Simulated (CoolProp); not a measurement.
A single-stage vapour-compression cycle with ethylene: evaporating at 205.15 K (dew point), condensing at 226.15 K (bubble point), superheat 8 K, subcooling 0 K, compressor efficiency 0.75, no pressure losses. Each further row changes one setting.

Values from CoolProp's reference Helmholtz-energy equation of state, Smukala 2000.

```
case                              cooling COP  pressure ratio  discharge temperature (K)  refrigerating effect (kJ/kg)  volumetric capacity (kJ/m³)
--------------------------------  -----------  --------------  -------------------------  ----------------------------  ---------------------------
as stated                                6.24            2.09                      263.2                           379                         3710
evaporating temperature 210.15 K         8.58            1.73                        ___                           ___                         4490
condensing temperature 221.15 K          8.44             ___                      251.8                           393                         3850
subcooling 5 K                           6.47            2.09                      263.2                           ___                         3840
superheat 18 K                           6.11            2.09                      274.6                           ___                         3630
compressor efficiency 0.65               5.41            2.09                        ___                           379                         3710
```

Question: Some entries are withheld; supply them.

Answer: 
- evaporating temperature 210.15 K, discharge temperature (K): 255.4
- evaporating temperature 210.15 K, refrigerating effect (kJ/kg): 382
- condensing temperature 221.15 K, pressure ratio: 1.78
- subcooling 5 K, refrigerating effect (kJ/kg): 392
- superheat 18 K, refrigerating effect (kJ/kg): 394
- compressor efficiency 0.65, discharge temperature (K): 268.9
